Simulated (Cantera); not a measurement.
# NO annealing gas

An isothermal, constant-pressure homogeneous reactor starts with 59.5 % NO, 40.5 % N₂, at 2148 K and 20.0 Torr.

Detailed kinetics in Cantera: GRI-Mech 3.0 (53 species, 325 reactions). Radical loss at walls, strong at low pressure, is not modelled.

```tsv
t (s)	x NO	x O	x O₂	x N₂	x NO₂
0.000100	0.595	3.01e-6	7.03e-9	0.405	4.08e-9
0.000313	0.595	9.54e-6	6.95e-8	0.405	3.72e-8
0.000979	0.595	3.11e-5	7.03e-7	0.405	2.99e-7
0.00306	0.595	0.000109	7.61e-6	0.405	1.82e-6
0.00959	0.594	0.000401	9.22e-5	0.405	7.60e-6
0.0300	0.592	0.00115	0.00104	0.406	1.83e-5
0.0939	0.579	0.00184	0.00695	0.412	2.83e-5
0.294	0.531	0.00258	0.0301	0.436	4.45e-5
0.919	0.369	0.00416	0.110	0.517	5.86e-5
2.88	0.0922	0.00593	0.248	0.654	2.23e-5
9.00	0.0152	0.00635	0.286	0.693	3.97e-6
```
x: mole fraction; the columns are a selection and need not sum to one.

Equilibrium at this temperature and pressure: NO 0.0123, O 0.00637, O₂ 0.287, N₂ 0.694, NO₂ 3.22e-6 (gas phase only).
